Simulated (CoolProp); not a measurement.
Vapour-liquid equilibrium of R125 (1) + propylene (2) at 8.89 bar; x and y are mole fractions of (1).

Model: multi-fluid Helmholtz-energy mixture model, Lemmon 2005 and Lemmon 2013; pair parameters Bell 2016, in CoolProp.

| x | bubble temperature, mixture model (K) | bubble temperature, Raoult's law (K) | y, mixture model | y, Raoult's law |
|---|---|---|---|---|
| 0.05 | 285.1 | 287.7 | (withheld) | 0.058 |
| 0.15 | 281.3 | 287.1 | 0.255 | 0.172 |
| 0.25 | 279.0 | 286.4 | 0.356 | 0.281 |
| 0.35 | 277.7 | 285.9 | 0.432 | 0.387 |
| 0.45 | 277.0 | 285.3 | (withheld) | 0.489 |
| 0.55 | 276.7 | 284.7 | 0.557 | 0.588 |
| 0.65 | 276.9 | 284.2 | (withheld) | 0.685 |
| 0.75 | 277.5 | 283.7 | (withheld) | 0.778 |
| 0.85 | 278.7 | 283.1 | (withheld) | 0.869 |
| 0.95 | (withheld) | 282.6 | 0.918 | 0.957 |

Task: Complete the blanks.

Result: 
- 0.05, y, mixture model: 0.106
- 0.45, y, mixture model: 0.496
- 0.65, y, mixture model: 0.622
- 0.75, y, mixture model: 0.697
- 0.85, y, mixture model: 0.791
- 0.95, bubble temperature, mixture model (K): 280.9

The largest gap from Raoult's law is -8.3 K in bubble temperature, at x = 0.45. y crosses x between x = 0.55 and 0.65: the model has an azeotrope there.

The pair parameters rest on a limited set of measurements; away from them the model extrapolates.
